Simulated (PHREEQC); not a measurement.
Make-up at 25 °C: 0.045 mol KOH and 0.0025 mol Na2SiO3 per kg of water. Closed to the air; pH follows from the charge balance.

All values are PHREEQC results (ion-association model, phreeqc.dat), not measurements.

```json
[
 {"quantity": "pH", "before": "12.57", "after": "10.66"},
 {"quantity": "H3SiO4- (mol/kgw)", "before": "0.00173", "after": "2.18e-5"},
 {"quantity": "H2SiO4-2 (mol/kgw)", "before": "0.000767", "after": "7.36e-8"},
 {"quantity": "H4SiO4 (mol/kgw)", "before": "2.52e-6", "after": "3.13e-6"},
 {"quantity": "SI of Quartz (SiO2)", "before": "-1.61", "after": "-1.52"}
]
```

**Question.** Which change was made?
A) 0.0035 mol/kgw K2CO3 added
B) diluted 2-fold with water
C) temperature from 25 to 55 °C
D) diluted 100-fold with water
E) KOH from 0.045 to 0.0045 mol/kgw

**Answer.** D, diluted 100-fold with water

This is a speciation only: nothing precipitates in the calculation.
